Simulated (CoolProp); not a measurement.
Vapour-liquid equilibrium of n-butane (1) + acetone (2) at 0.28 MPa; x and y are mole fractions of (1).

The numbers come from the multi-fluid Helmholtz-energy mixture model, Bücker 2006 and Lemmon 2006; pair parameters Bell 2016 in CoolProp.

```tsv
x	bubble temperature (°C)	y at the bubble point	dew temperature at overall composition x (°C)	liquid density (mol/L)
0.05	72.8	?	87.4	12.30
0.15	52.1	0.706	83.5	12.25
0.25	42.4	0.805	79.3	11.99
0.35	37.8	0.844	74.7	11.65
0.45	35.5	0.863	?	11.29
0.55	34.3	0.875	63.6	10.94
0.65	33.3	0.886	?	10.62
0.75	32.3	0.900	48.1	10.33
0.85	31.2	0.924	37.1	10.07
0.95	30.0	0.966	30.4	9.858
```

Q: Some entries are withheld; supply them.

A: 
- 0.05, y at the bubble point: 0.388
- 0.45, dew temperature at overall composition x (°C): 69.5
- 0.65, dew temperature at overall composition x (°C): 56.6

No azeotrope shows between x = 0.05 and 0.95.

The pair parameters rest on a limited set of measurements; away from them the model extrapolates. With so large a gap from Raoult's law the liquid may split in two, which this calculation doesn't test in full.
